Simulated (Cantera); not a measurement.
A Cantera script and what it prints.

```python
import numpy as np
import cantera as ct

gas_names = """
    CO2 CO O TaO2
""".split()
cond_names = """
    Ta2O5(s) Ta2O5(L) C(gr) Ta(cr) Ta(L) TaC(s) TaC(L)
""".split()


# ... load() reads the species with a 1 bar reference pressure and builds the phases ...
species = {s.name: s for s in load("nasa_gas.yaml", gas_names) + load("nasa_condensed.yaml", cond_names)}
# Each term lists the table entries of one substance; the one whose range holds T is used.
reactions = {
    '2 Ta2O5 + 5 C = 5 CO2(g) + 4 Ta':
        [(-2, ['Ta2O5(s)', 'Ta2O5(L)']), (-5, ['C(gr)']), (5, ['CO2']), (4, ['Ta(cr)', 'Ta(L)'])],
    'CO(g) + Ta = TaC + O(g)':
        [(-1, ['CO']), (-1, ['Ta(cr)', 'Ta(L)']), (1, ['TaC(s)', 'TaC(L)']), (1, ['O'])],
    'CO2(g) + TaC = 2 C + TaO2(g)':
        [(-1, ['CO2']), (-1, ['TaC(s)', 'TaC(L)']), (2, ['C(gr)']), (1, ['TaO2'])],
}


def pick(names, T):
    return next(species[n] for n in names if species[n].thermo.min_temp <= T <= species[n].thermo.max_temp)


results = []
for label, terms in reactions.items():
    print(label)
    print("     T/K   dH/kJ  dS/(J/K)   dG/kJ   log10 K")
    for T in [1575, 1625, 1675, 1725, 1775]:
        used = [(nu, pick(names, T)) for nu, names in terms]
        dH = sum(nu * s.thermo.h(T) for nu, s in used) / 1e6
        dS = sum(nu * s.thermo.s(T) for nu, s in used) / 1e3
        dG = dH - T * dS / 1e3
        logK = -dG * 1e6 / (ct.gas_constant * T * np.log(10))
        results.append((label, T, dH, dS, dG, logK, [s.name for _, s in used]))
        print(f"{T:8g} {dH:8.1f} {dS:8.1f} {dG:8.1f} {logK:8.2f}")
```

It prints:

```
2 Ta2O5 + 5 C = 5 CO2(g) + 4 Ta
     T/K   dH/kJ  dS/(J/K)   dG/kJ   log10 K
    1575   2023.0    802.9    758.3   -25.15
    1625   2018.2    800.0    718.2   -23.09
    1675   2013.4    797.1    678.3   -21.15
    1725   2008.6    794.2    638.5   -19.33
    1775   2003.8    791.5    598.9   -17.62
CO(g) + Ta = TaC + O(g)
     T/K   dH/kJ  dS/(J/K)   dG/kJ   log10 K
    1575    228.9    -19.6    259.7    -8.61
    1625    229.5    -19.2    260.7    -8.38
    1675    230.1    -18.8    261.6    -8.16
    1725    230.7    -18.5    262.5    -7.95
    1775    231.3    -18.1    263.5    -7.75
CO2(g) + TaC = 2 C + TaO2(g)
     T/K   dH/kJ  dS/(J/K)   dG/kJ   log10 K
    1575    326.5     21.2    293.2    -9.72
    1625    326.1     20.9    292.1    -9.39
    1675    325.6     20.6    291.1    -9.08
    1725    325.1     20.3    290.1    -8.78
    1775    324.6     20.0    289.1    -8.51
```

Standard-state values (1 bar) from the NASA 1993 polynomials, evaluated with Cantera. TaC: taken at fixed stoichiometry. Condensed species are held in their standard states even where they would react or evaporate.
